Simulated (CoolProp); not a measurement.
Vapour-liquid equilibrium of toluene (1) + n-decane (2) at 100 kPa; x and y are mole fractions of (1).

Model: multi-fluid Helmholtz-energy mixture model, Lemmon 2006 and Lemmon 2006; pair parameters Bell 2016, in CoolProp.

| x | bubble temperature, mixture model (K) | bubble temperature, Raoult's law (K) | y, mixture model | y, Raoult's law |
|---|---|---|---|---|
| 0.05 | 440.5 | 440.2 | 0.185 | 0.199 |
| 0.15 | 428.9 | 429.0 | 0.461 | 0.471 |
| 0.25 | 419.1 | 420.0 | 0.639 | 0.641 |
| 0.35 | 411.1 | 412.5 | 0.752 | 0.752 |
| 0.45 | 404.6 | 406.2 | 0.827 | 0.828 |
| 0.55 | 399.4 | 400.8 | 0.878 | 0.882 |
| 0.65 | 395.0 | 396.0 | 0.916 | 0.922 |
| 0.75 | 391.2 | 391.9 | 0.945 | 0.952 |
| 0.85 | 387.9 | 388.2 | 0.969 | 0.975 |
| 0.95 | 384.8 | 384.8 | 0.990 | 0.993 |

The largest gap from Raoult's law is -1.6 K in bubble temperature, at x = 0.45. No azeotrope shows between x = 0.05 and 0.95.

Pair parameters are fitted to limited data, so mixtures are less certain than the pure fluids. The gap from Raoult's law changes sign with composition, which may be real or a fault of the pair parameters; it wasn't checked against measurements.
